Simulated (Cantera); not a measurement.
What does this Cantera script print?

```python
import numpy as np
import cantera as ct

gas = ct.Solution("gri30.yaml")
gas.TPX = 1823, 13, {'CH4': 1, 'H2': 1.6}
inlet = ct.Reservoir(gas, clone=True)

reactor = ct.IdealGasConstPressureReactor(gas, energy="off", clone=False)
exhaust = ct.Reservoir(gas, clone=True)
tau = [12, 4.4, 1.6, 0.62, 0.23, 0.086, 0.032, 0.012, 0.0045][0]
for a, b in ((inlet, reactor), (reactor, exhaust)):
    ct.MassFlowController(a, b, mdot=lambda t: reactor.mass / tau)
net = ct.ReactorNet([reactor])
show = ['CH4', 'H2', 'C2H4', 'CH2', 'H', 'C2H']

rows = []
print(f"{'tau/s':>10s}{'T/K':>9s}" + "".join(f"{s:>11s}" for s in show))
for tau in [12, 4.4, 1.6, 0.62, 0.23, 0.086, 0.032, 0.012, 0.0045]:
    net.initial_time = 0.0
    net.advance(30 * tau)
    before = gas.X
    net.advance(40 * tau)
    drift = np.max(np.abs(gas.X - before) / (gas.X + 1e-9))
    rows.append([gas.T, *gas[show].X, drift])
    print(f"{tau:10.3e}{gas.T:9.1f}" + "".join(f"{x:11.3e}" for x in gas[show].X))
```

Output:

```
     tau/s      T/K        CH4         H2       C2H4        CH2          H        C2H
 1.200e+01   1823.0  8.560e-02  8.018e-01  1.066e-03  6.963e-06  2.086e-03  2.630e-06
 4.400e+00   1823.0  1.427e-01  7.643e-01  2.540e-03  8.058e-06  1.766e-03  1.829e-06
 1.600e+00   1823.0  2.258e-01  7.101e-01  4.933e-03  8.326e-06  1.366e-03  9.129e-07
 6.200e-01   1823.0  3.239e-01  6.483e-01  5.102e-03  5.627e-06  8.033e-04  1.679e-07
 2.300e-01   1823.0  3.773e-01  6.179e-01  8.587e-04  1.184e-06  2.717e-04  2.098e-09
 8.600e-02   1823.0  3.830e-01  6.156e-01  5.768e-05  1.784e-07  9.679e-05  1.381e-11
 3.200e-02   1823.0  3.841e-01  6.154e-01  3.152e-06  2.529e-08  3.726e-05  9.464e-14
 1.200e-02   1823.0  3.844e-01  6.154e-01  1.573e-07  3.375e-09  1.558e-05  7.005e-16
 4.500e-03   1823.0  3.845e-01  6.154e-01  6.770e-09  4.047e-10  7.350e-06  5.187e-18
```

Cantera simulation using GRI-Mech 3.0 (53 species, 325 reactions); the numbers are that mechanism's predictions, not measurements. GRI-Mech 3.0 stops at C3 and has no aromatics, soot or wall deposition, so with more carbon than oxygen in the feed, carbon stays in small species such as C2H2 where larger ones or solid carbon would form. Radical loss at walls, strong at low pressure, is not modelled.
